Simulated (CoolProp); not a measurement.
Values from CoolProp's reference Helmholtz-energy equation of state, Fiedler 2023.

**Question.** For tetrahydrofuran, give the phase and the cp (kJ/(kg K)), cv (kJ/(kg K)), speed of sound (m/s), fugacity coefficient at 469.8 K and 0.673 MPa; 480.9 K and 0.673 MPa; 547.4 K and 0.673 MPa.

**Answer.** 
- 469.8 K and 0.673 MPa: gas; cp 1.80, cv 1.65, speed of sound 226, fugacity coefficient 0.933
- 480.9 K and 0.673 MPa: gas; cp 1.84, cv 1.68, speed of sound 229, fugacity coefficient 0.938
- 547.4 K and 0.673 MPa: gas; cp 2.04, cv 1.90, speed of sound 249, fugacity coefficient 0.959
